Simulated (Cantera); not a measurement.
**Pyrogenic steam for wet oxidation**

A perfectly stirred reactor is fed with H2 : O2 : N2 = 0.92 : 0.11 : 0.77 (molar parts), equivalence ratio 4.2, at 0.540 bar; it is held at 1325 K, and followed from long to short residence time.

Model: the H2/O2 subset of GRI-Mech 3.0, which has no nitrogen chemistry, integrated in Cantera. The temperature is held fixed by assumption; the heat of reaction is taken as removed at once.

| τ (s) | x H2 | x O2 | x H2O | x H2O2 | x H | x OH | x O |
|---|---|---|---|---|---|---|---|
| 4.4 | 0.414 | 1.56e-5 | 0.130 | 7.51e-10 | 0.000529 | 2.43e-6 | 9.71e-9 |
| 1.9 | 0.414 | 2.38e-5 | 0.130 | 9.93e-10 | 0.000804 | 3.70e-6 | 2.25e-8 |
| 0.83 | 0.413 | 3.61e-5 | 0.130 | 1.27e-9 | 0.00121 | 5.59e-6 | 5.14e-8 |
| 0.36 | 0.413 | 5.49e-5 | 0.130 | 1.57e-9 | 0.00184 | 8.49e-6 | 1.19e-7 |
| 0.16 | 0.412 | 8.27e-5 | 0.130 | 1.91e-9 | 0.00274 | 1.27e-5 | 2.67e-7 |
| 0.069 | 0.411 | 0.000127 | 0.130 | 2.32e-9 | 0.00415 | 1.94e-5 | 6.18e-7 |
| 0.030 | 0.410 | 0.000194 | 0.129 | 2.84e-9 | 0.00623 | 2.93e-5 | 1.42e-6 |
| 0.013 | 0.408 | 0.000298 | 0.129 | 3.56e-9 | 0.00931 | 4.45e-5 | 3.26e-6 |
| 0.0058 | 0.405 | 0.000456 | 0.128 | 4.58e-9 | 0.0136 | 6.65e-5 | 7.29e-6 |
x: mole fraction; the columns are a selection and need not sum to one.
